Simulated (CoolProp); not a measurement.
A single-stage vapour-compression cycle with vinyl chloride: evaporating at 290.15 K (dew point), condensing at 339.15 K (bubble point), superheat 5 K, subcooling 5 K, compressor efficiency 0.7, no pressure losses. Each further row changes one setting.

Computed with CoolProp (reference Helmholtz-energy equation of state, Thol 2022).

```csv
case,cooling COP,pressure ratio,discharge temperature (K),refrigerating effect (kJ/kg),volumetric capacity (kJ/m³)
as stated,3.54,3.71,384.4,265,2220
evaporating temperature 295.15 K,4.08,3.17,379.3,268,2600
condensing temperature 334.15 K,4.03,3.31,376.3,273,2280
subcooling 10 K,3.65,3.71,384.4,273,2280
superheat 15 K,3.52,3.71,395.3,274,2200
compressor efficiency 0.6,3.04,3.71,395.5,265,2220
```
